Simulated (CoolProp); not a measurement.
Saturation properties of C3F8 (R218) (Tc = 345.0 K, pc = 2640 kPa, ω = 0.317).

Computed with CoolProp (reference Helmholtz-energy equation of state, Lemmon 2006). It is a short technical equation, of lower accuracy than the large ones.

| T (K) | p (kPa) | enthalpy of vaporisation (kJ/kg) | liquid cp (kJ/(kg K)) | surface tension (mN/m) | liquid conductivity (mW/(m K)) |
|---|---|---|---|---|---|
| 238.9 | 113.5 | 104.2 | 0.9808 | 10.2 | 61.3 |
| 244 | 141.4 | 102.3 | 0.9927 | 9.61 | 60.0 |
| 249.1 | 174.2 | 100.3 | 1.005 | 9.02 | 58.6 |
| 254.1 | 211.9 | 98.27 | 1.018 | 8.45 | 57.2 |
| 259.2 | 256.4 | 96.14 | 1.031 | 7.87 | 55.8 |
| 264.3 | 307.6 | 93.91 | 1.046 | 7.30 | 54.4 |
| 269.4 | 366.3 | 91.59 | 1.061 | 6.74 | 53.0 |
| 274.5 | 433.0 | 89.16 | 1.077 | 6.19 | 51.6 |
| 279.6 | 508.4 | 86.61 | 1.095 | 5.65 | 50.2 |
| 284.7 | 593.2 | 83.92 | 1.114 | 5.11 | 48.8 |
| 289.7 | 686.2 | 81.13 | 1.134 | 4.60 | 47.5 |

It boils at 236.4 K under 1 atm.

Thermal conductivity comes from a separate model (Huber 2003), an estimate that may be off by 10 % or more. Surface tension comes from a separate correlation (Mulero 2012).
